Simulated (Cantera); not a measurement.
Input (Python, Cantera):

```python
import numpy as np
import cantera as ct

gas = ct.Solution("gri30.yaml")
gas.TPX = 850, 1000000, {'CO': 0.013, 'O2': 0.077, 'H2O': 0.089, 'N2': 1}
inlet = ct.Reservoir(gas, clone=True)

reactor = ct.IdealGasConstPressureReactor(gas, energy="off", clone=False)
exhaust = ct.Reservoir(gas, clone=True)
tau = [4.9, 1.5, 0.48, 0.15, 0.047, 0.015, 0.0045, 0.0014, 0.00044][0]
for a, b in ((inlet, reactor), (reactor, exhaust)):
    ct.MassFlowController(a, b, mdot=lambda t: reactor.mass / tau)
net = ct.ReactorNet([reactor])
show = ['CO', 'O2', 'H2O', 'H2O2', 'H2', 'NO']

rows = []
print(f"{'tau/s':>10s}{'T/K':>9s}" + "".join(f"{s:>11s}" for s in show))
for tau in [4.9, 1.5, 0.48, 0.15, 0.047, 0.015, 0.0045, 0.0014, 0.00044]:
    net.initial_time = 0.0
    net.advance(30 * tau)
    before = gas.X
    net.advance(40 * tau)
    drift = np.max(np.abs(gas.X - before) / (gas.X + 1e-9))
    rows.append([gas.T, *gas[show].X, drift])
    print(f"{tau:10.3e}{gas.T:9.1f}" + "".join(f"{x:11.3e}" for x in gas[show].X))
```

Result:

```
     tau/s      T/K         CO         O2        H2O       H2O2         H2         NO
 4.900e+00    850.0  1.046e-02  6.504e-02  7.551e-02  4.960e-07  1.119e-07  5.471e-18
 1.500e+00    850.0  1.093e-02  6.526e-02  7.549e-02  1.609e-07  1.913e-08  9.383e-19
 4.800e-01    850.0  1.101e-02  6.530e-02  7.549e-02  2.441e-08  2.209e-09  2.541e-19
 1.500e-01    850.0  1.102e-02  6.531e-02  7.549e-02  2.169e-09  2.179e-10  7.954e-20
 4.700e-02    850.0  1.103e-02  6.531e-02  7.549e-02  1.394e-10  2.197e-11  1.259e-20
 1.500e-02    850.0  1.103e-02  6.531e-02  7.549e-02  8.454e-12  2.601e-12  1.462e-21
 4.500e-03    850.0  1.103e-02  6.531e-02  7.549e-02  5.113e-13  3.594e-13  1.774e-22
 1.400e-03    850.0  1.103e-02  6.531e-02  7.549e-02  3.993e-14  7.168e-14  3.066e-23
 4.400e-04    850.0  1.103e-02  6.531e-02  7.549e-02  3.268e-15  1.683e-14  6.434e-24
```

Detailed kinetics in Cantera: GRI-Mech 3.0 (53 species, 325 reactions).
